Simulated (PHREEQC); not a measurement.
A solution holds 0.0053 mol/kgw NaBr, 0.0017 mol/kgw KF and 0.0037 mol/kgw Zn(NO3)2, at 25 °C. Closed to the air; pH follows from the charge balance.

All values are PHREEQC results (ion-association model, wateq4f.dat), not measurements.

Precipitation was switched off in this run.

Q: Estimate the pH.

A: pH 6.03.

Q: In which forms is Zn present?

A: Zn+2 98 %, ZnF+ 1.4 % of the Zn.

Species that the database lacks are ignored.
